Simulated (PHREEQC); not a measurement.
A solution holds 0.72 mol/kgw Na2CO3 and 1.4 mol/kgw KCl, at 20 °C. Closed to the air; pH follows from the charge balance.

Equilibrium calculation in PHREEQC: Pitzer model, pitzer.dat.

**Question.** The ionic strength comes out as 3.56 mol/kgw. What activity coefficients do Cl-, CO3-2, OH-, HCO3-, Na+ get?

**Answer.** Cl- 0.57, CO3-2 0.059, OH- 0.77, HCO3- 0.42, Na+ 0.52. Single-ion values are on the MacInnes scale.

This is a speciation only: nothing precipitates in the calculation. Complexes and solids missing from the database can't appear. In brines, pH and single-ion activities rest on the MacInnes convention.
